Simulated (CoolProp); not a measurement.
Vapour-liquid equilibrium of benzene (1) + n-nonane (2) at 209 kPa; x and y are mole fractions of (1).

Values from CoolProp's multi-fluid Helmholtz-energy mixture model, Thol 2012 and Lemmon 2006; pair parameters Bell 2016.

```json
[
 {"x": "0.05", "bubble temperature, mixture model (°C)": "169.8", "bubble temperature, Raoult's law (°C)": "172.2", "y, mixture model": "0.240", "y, Raoult's law": "0.214"},
 {"x": "0.15", "bubble temperature, mixture model (°C)": "153.3", "bubble temperature, Raoult's law (°C)": "158.6", "y, mixture model": "0.533", "y, Raoult's law": "0.496"},
 {"x": "0.25", "bubble temperature, mixture model (°C)": "141.7", "bubble temperature, Raoult's law (°C)": "147.7", "y, mixture model": "0.688", "y, Raoult's law": "0.665"},
 {"x": "0.35", "bubble temperature, mixture model (°C)": "133.4", "bubble temperature, Raoult's law (°C)": "138.9", "y, mixture model": "0.778", "y, Raoult's law": "0.772"},
 {"x": "0.45", "bubble temperature, mixture model (°C)": "127.1", "bubble temperature, Raoult's law (°C)": "131.5", "y, mixture model": "0.836", "y, Raoult's law": "0.844"},
 {"x": "0.55", "bubble temperature, mixture model (°C)": "122.0", "bubble temperature, Raoult's law (°C)": "125.3", "y, mixture model": "0.879", "y, Raoult's law": "0.895"},
 {"x": "0.65", "bubble temperature, mixture model (°C)": "117.8", "bubble temperature, Raoult's law (°C)": "119.9", "y, mixture model": "0.912", "y, Raoult's law": "0.931"},
 {"x": "0.75", "bubble temperature, mixture model (°C)": "114.0", "bubble temperature, Raoult's law (°C)": "115.2", "y, mixture model": "0.940", "y, Raoult's law": "0.958"},
 {"x": "0.85", "bubble temperature, mixture model (°C)": "110.5", "bubble temperature, Raoult's law (°C)": "111.0", "y, mixture model": "0.965", "y, Raoult's law": "0.978"},
 {"x": "0.95", "bubble temperature, mixture model (°C)": "107.2", "bubble temperature, Raoult's law (°C)": "107.3", "y, mixture model": "0.989", "y, Raoult's law": "0.993"}
]
```

The largest gap from Raoult's law is -6.0 K in bubble temperature, at x = 0.25. No azeotrope shows between x = 0.05 and 0.95.

The pair parameters rest on a limited set of measurements; away from them the model extrapolates.
